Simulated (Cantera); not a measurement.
Input: 1 mol Si, 2.2 mol HCl, 12 mol H₂, equilibrated at 240000 Pa.

These are equilibrium values from Cantera (NASA tables, ideal gas, pure condensed phases), not measurements of a reactor. Candidate condensed phases: Si; 19 gas species. Rates play no part.

Problem. What share of the Si ends up in condensed phases as a function of T (°C), at 600, 650, 700, 750, 800, 850, 900, 950, 1000?

Solution. 
```
T (°C)  Si condensed (%)     as
------  ----------------  -----
600                 36.1  Si(s)
650                 36.6  Si(s)
700                 37.4  Si(s)
750                 38.4  Si(s)
800                 39.6  Si(s)
850                 41.2  Si(s)
900                 43.0  Si(s)
950                 44.9  Si(s)
1000                46.9  Si(s)
```
